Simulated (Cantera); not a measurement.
Feed: 1 mol AlCl₃, 6.3 mol N₂O, 2.9 mol H₂, held at 1175 K.

Equilibrium computed with Cantera from the NASA thermochemical tables; the gas is ideal and each condensed phase is pure. Candidate condensed phases: Al, AlCl₃, AlN, Al₂O₃, H₂O, NH₄Cl; 45 gas species. The numbers say what is thermodynamically allowed, not how fast it happens.

**Question.** At 37.0 Pa, list the 7 most abundant gas species with their mole fractions, and the condensed phases.

**Answer.** N₂ 0.508, HCl 0.237, O₂ 0.136, H₂O 0.115, Cl 0.00379, Cl₂ 0.000406, NO 0.000104. Condensed: Al₂O₃(s).
